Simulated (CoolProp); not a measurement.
A simple Rankine cycle with R227EA: condensing at 313.15 K, boiler at 1.95 MPa, turbine inlet 357.4 K, turbine efficiency 0.8, pump efficiency 0.6, no recuperator. Each further row changes one setting.

Values from CoolProp's reference Helmholtz-energy equation of state, Lemmon 2016.

```csv
case,thermal efficiency (%),net work (kJ/kg),heat in (kJ/kg),turbine exit temperature (K),volume ratio over the turbine
as stated,6.9,8.48,123,326.2,3.49
turbine inlet 377.4 K,6.9,10.2,148,350.8,3.15
condensing temperature 305.15 K,8.1,10.8,133,321.2,4.45
boiler pressure 1.36 MPa,4.9,6.59,136,341.0,2.08
turbine efficiency 0.7,5.8,7.22,123,327.5,3.51
```
